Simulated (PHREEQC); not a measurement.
Make-up at 25 °C: 0.0026 mol/kgw NaHSO4 and 0.00053 mol/kgw HF. Closed to the air; pH follows from the charge balance.

All values are PHREEQC results (ion-association model, phreeqc.dat), not measurements.

No solid was allowed to form.

Problem. Order these S species by the share of S that they hold, largest first: HSO4-, SO4-2, NaSO4-.

Solution. SO4-2 (85 %), HSO4- (14 %), NaSO4- (0.78 %)

The pH is 2.66 and the ionic strength 0.00717 mol/kgw.
